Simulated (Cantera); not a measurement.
Stirred combustor or abatement burner

A perfectly stirred reactor is fed with 7.55 % CO, 7.55 % H2, 1.81 % CH4, 17.4 % O2, 65.7 % N2, at 31000 Pa; it is adiabatic with a 798 K inlet, and is followed from long to short residence time, starting on the burning branch (τ in s: 0.15, 0.064, 0.028, 0.012, 0.0052, 0.0023, 0.00099, 0.00043, 0.00019, 8.1e-05).

Model: GRI-Mech 3.0 (53 species, 325 reactions), integrated in Cantera.

| τ (s) | T (K) | x CO | x H2 | x CH4 | x H | x NO | x OH |
|---|---|---|---|---|---|---|---|
| 0.15 | 2215 | 0.00662 | 0.00150 | 6.75e-7 | 0.000642 | 0.00247 | 0.00700 |
| 0.064 | 2192 | 0.00845 | 0.00195 | 1.32e-6 | 0.000980 | 0.00137 | 0.00786 |
| 0.028 | 2147 | 0.0115 | 0.00276 | 2.39e-6 | 0.00174 | 0.000682 | 0.00903 |
| 0.012 | 2077 | 0.0157 | 0.00402 | 4.35e-6 | 0.00332 | 0.000288 | 0.0103 |
| 0.0052 | 1987 | 0.0203 | 0.00560 | 8.15e-6 | 0.00608 | 0.000115 | 0.0111 |
| 0.0023 | 1883 | 0.0247 | 0.00728 | 1.61e-5 | 0.0103 | 5.66e-5 | 0.0112 |
| 0.00099 | 1760 | 0.0292 | 0.00895 | 3.56e-5 | 0.0161 | 3.46e-5 | 0.0106 |
| 0.00043 | 1629 | 0.0355 | 0.0104 | 8.95e-5 | 0.0225 | 2.08e-5 | 0.00918 |
| 0.00019 | 1489 | 0.0478 | 0.0124 | 0.000273 | 0.0261 | 9.28e-6 | 0.00728 |
| 8.1e-5 | 1320 | 0.0688 | 0.0219 | 0.00135 | 0.0222 | 1.79e-6 | 0.00484 |
x: mole fraction; the columns are a selection and need not sum to one.
